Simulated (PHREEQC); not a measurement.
Dissolve 0.007 mol NaHF2 and 0.00025 mol H2SiF6 per kg of water at 25 °C. Closed to the air; pH follows from the charge balance.

The numbers come from PHREEQC with the ion-association model, phreeqc.dat.

```yaml
pH: 3.16
ionic_strength: 0.00797 mol/kgw
total_alkalinity: -8.50 meq/kg
```

```tsv
species	molality	activity	log γ
F-	0.00704	0.00641	-0.041
Na+	0.00698	0.00636	-0.040
HF	0.00658	0.00659	0.001
H+	0.000745	0.000686	-0.036
SiF6-2	0.000250	0.000173	-0.159
HF2-	0.000178	0.000162	-0.041
NaF	2.34e-5	2.35e-5	0.001
H4SiO4	7.47e-9	7.48e-9	0.001
```

This is a speciation only: nothing precipitates in the calculation. Complexes and solids missing from the database can't appear. SiF6-2 is the database's only silicon fluoride.
